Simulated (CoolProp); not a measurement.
Properties of dimethyl carbonate along the isotherm 461.7 K (Tc = 557.0 K, pc = 4909 kPa, ω = 0.346).

Computed with CoolProp (reference Helmholtz-energy equation of state, Zhou 2011).

```
p (kPa)   phase  density (kg/m³)  isothermal compressibility (1/MPa)
-------  ------  ---------------  ----------------------------------
1120     liquid            815.7                            0.005003
2230     liquid            820.1                            0.004732
3350     liquid            824.4                            0.004489
4460     liquid            828.4                            0.004276
5580     liquid            832.3                            0.004082
6690     liquid            836.0                            0.003909
7810     liquid            839.5                            0.003750
8930     liquid            843.0                            0.003605
10000    liquid            846.2                            0.003478
11200    liquid            849.7                            0.003347
12300    liquid            852.8                            0.003236
```
